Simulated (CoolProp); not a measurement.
Vapour-liquid equilibrium of carbon dioxide (1) + carbonyl sulfide (2) at 280.9 K; x and y are mole fractions of (1).

Computed with CoolProp (multi-fluid Helmholtz-energy mixture model, Span 1996 and Lemmon 2006; pair parameters Bell 2016).

| x | bubble pressure, mixture model (MPa) | bubble pressure, Raoult's law (MPa) | y, mixture model | y, Raoult's law |
|---|---|---|---|---|
| 0.05 | 1.075 | 0.9855 | 0.250 | 0.216 |
| 0.125 | 1.431 | 1.244 | 0.449 | 0.428 |
| 0.2 | 1.748 | 1.502 | 0.562 | 0.567 |
| 0.275 | 2.032 | 1.760 | 0.636 | 0.665 |
| 0.35 | 2.290 | 2.018 | 0.690 | 0.738 |
| 0.425 | 2.528 | 2.277 | 0.734 | 0.795 |
| 0.5 | 2.753 | 2.535 | 0.770 | 0.840 |
| 0.575 | 2.970 | 2.793 | 0.804 | 0.876 |
| 0.65 | 3.185 | 3.051 | 0.835 | 0.907 |
| 0.725 | 3.401 | 3.309 | 0.867 | 0.932 |
| 0.8 | 3.623 | 3.568 | 0.900 | 0.954 |
| 0.875 | 3.853 | 3.826 | 0.934 | 0.973 |
| 0.95 | 4.092 | 4.084 | 0.972 | 0.990 |

The largest gap from Raoult's law is +16.4 % in bubble pressure, at x = 0.2. No azeotrope shows between x = 0.05 and 0.95.

Pair parameters are fitted to limited data, so mixtures are less certain than the pure fluids.
